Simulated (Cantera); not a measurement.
An isothermal, constant-pressure homogeneous reactor starts with 28.6 % NH3, 71.4 % N2, at 1700 K and 20.0 Torr.

Cantera simulation using the gas-phase N/H chemistry of the illustrative SiF4/NH3 mechanism in the Surface Chemkin manual (1991); the numbers are that mechanism's predictions, not measurements. Walls and surfaces, which speed up NH3 decomposition in real reactors, are not modelled.

x: mole fraction; the columns are a selection and need not sum to one.

```csv
t (s),x NH3,x N2H4,x N2,x H,x H2,x N,x NH
0.000500,0.286,<1e-12,0.714,1.92e-8,8.31e-7,<1e-12,5.34e-11
0.00142,0.286,4.92e-12,0.714,1.92e-8,2.40e-6,<1e-12,6.57e-10
0.00406,0.286,4.13e-11,0.714,1.97e-8,6.95e-6,3.13e-12,8.07e-9
0.0116,0.286,3.37e-10,0.714,2.45e-8,2.15e-5,4.64e-11,6.99e-8
0.0329,0.286,2.62e-9,0.714,7.28e-8,0.000105,3.23e-10,3.65e-7
0.0937,0.285,1.10e-8,0.714,4.98e-7,0.00101,3.14e-9,1.04e-6
0.267,0.281,1.16e-8,0.713,1.90e-6,0.00526,1.46e-8,1.40e-6
0.760,0.271,9.41e-9,0.712,5.33e-6,0.0171,4.67e-8,1.78e-6
2.16,0.245,6.80e-9,0.708,1.34e-5,0.0469,9.87e-8,2.03e-6
6.16,…,…,0.699,…,…,1.36e-7,1.95e-6
17.6,…,…,0.685,…,…,1.38e-7,…
50.0,0.0341,2.92e-10,0.672,0.000123,0.293,1.14e-7,8.85e-7
```

Fill in the missing entries.


- 6.16, x NH3: 0.191
- 6.16, x N2H4: 4.14e-9
- 6.16, x H: 3.11e-5
- 6.16, x H2: 0.110
- 17.6, x NH3: 0.108
- 17.6, x N2H4: 1.66e-9
- 17.6, x H: 6.53e-5
- 17.6, x H2: 0.207
- 17.6, x NH: 1.52e-6
